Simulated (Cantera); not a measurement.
A Cantera script and what it prints.

```python
import numpy as np
import cantera as ct

gas_names = """
    O3 P4 NO2 P4O10 N2
""".split()
cond_names = """
    P4O10(s)
""".split()


# ... load() reads the species with a 1 bar reference pressure and builds the phases ...
species = {s.name: s for s in load("nasa_gas.yaml", gas_names) + load("nasa_condensed.yaml", cond_names)}
# Each term lists the table entries of one substance; the one whose range holds T is used.
reactions = {
    '10 O3(g) + 3 P4(g) = 3 P4O10':
        [(-10, ['O3']), (-3, ['P4']), (3, ['P4O10(s)'])],
    '2 P4(g) + 10 NO2(g) = 2 P4O10(g) + 5 N2(g)':
        [(-2, ['P4']), (-10, ['NO2']), (2, ['P4O10']), (5, ['N2'])],
}


def pick(names, T):
    return next(species[n] for n in names if species[n].thermo.min_temp <= T <= species[n].thermo.max_temp)


results = []
for label, terms in reactions.items():
    print(label)
    print("     T/K   dH/kJ  dS/(J/K)   dG/kJ   log10 K")
    for T in [550, 575, 600, 625, 650]:
        used = [(nu, pick(names, T)) for nu, names in terms]
        dH = sum(nu * s.thermo.h(T) for nu, s in used) / 1e6
        dS = sum(nu * s.thermo.s(T) for nu, s in used) / 1e3
        dG = dH - T * dS / 1e3
        logK = -dG * 1e6 / (ct.gas_constant * T * np.log(10))
        results.append((label, T, dH, dS, dG, logK, [s.name for _, s in used]))
        print(f"{T:8g} {dH:8.1f} {dS:8.1f} {dG:8.1f} {logK:8.2f}")
```

Output:

```
10 O3(g) + 3 P4(g) = 3 P4O10
     T/K   dH/kJ  dS/(J/K)   dG/kJ   log10 K
     550 -10589.7  -2464.5  -9234.2   876.98
     575 -10583.7  -2453.7  -9172.7   833.26
     600 -10577.2  -2442.7  -9111.5   793.21
     625 -10570.3  -2431.4  -9050.6   756.39
     650 -10562.9  -2419.9  -8990.0   722.43
2 P4(g) + 10 NO2(g) = 2 P4O10(g) + 5 N2(g)
     T/K   dH/kJ  dS/(J/K)   dG/kJ   log10 K
     550  -6255.0  -1165.7  -5613.9   533.15
     575  -6253.2  -1162.5  -5584.8   507.33
     600  -6251.4  -1159.4  -5555.7   483.66
     625  -6249.5  -1156.4  -5526.8   461.89
     650  -6247.6  -1153.4  -5497.9   441.81
```

Standard-state values (1 bar) from the NASA 1993 polynomials, evaluated with Cantera. Condensed species are held in their standard states even where they would react or evaporate.
